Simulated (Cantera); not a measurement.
**Stirred combustor or abatement burner**

A perfectly stirred reactor is fed with 5.94 % C3H8, 19.8 % O2, 74.3 % N2, at 2.20 bar; it is adiabatic with a 350 K inlet, and is followed from long to short residence time, starting on the burning branch (τ in s: 0.24, 0.099, 0.041, 0.017, 0.007, 0.0029, 0.0012, 0.0005, 0.00021, 8.5e-05, 3.5e-05, 1.4e-05, 6e-06).

Model: GRI-Mech 3.0 (53 species, 325 reactions), integrated in Cantera. GRI-Mech 3.0 was tuned for natural gas; its chemistry of propane as a main component is partial and can be far from experiment.

```
τ (s)    T (K)    x C3H8      x O2    x N2O   x CO2   x H2O
-------  -----  --------  --------  -------  ------  ------
0.24      2008   2.19e-7   4.86e-5  6.72e-9  0.0487   0.140
0.099     2008   5.07e-7  0.000105  1.25e-8  0.0490   0.140
0.041     2008   1.15e-6  0.000217  2.20e-8  0.0494   0.141
0.017     2006   2.53e-6  0.000429  3.56e-8  0.0497   0.141
0.0070    2002   5.49e-6  0.000816  5.20e-8  0.0499   0.142
0.0029    1993   1.16e-5   0.00150  6.57e-8  0.0496   0.143
0.0012    1976   2.50e-5   0.00279  6.82e-8  0.0486   0.143
0.00050   1942   5.71e-5   0.00547  5.36e-8  0.0462   0.143
0.00021   1845  0.000189    0.0140  2.85e-8  0.0388   0.140
8.5e-5     350    0.0594     0.198   <1e-12  <1e-12  <1e-12
3.5e-5     350    0.0594     0.198   <1e-12  <1e-12  <1e-12
1.4e-5     350    0.0594     0.198   <1e-12  <1e-12  <1e-12
6.0e-6     350    0.0594     0.198   <1e-12  <1e-12  <1e-12
```
x: mole fraction; the columns are a selection and need not sum to one.
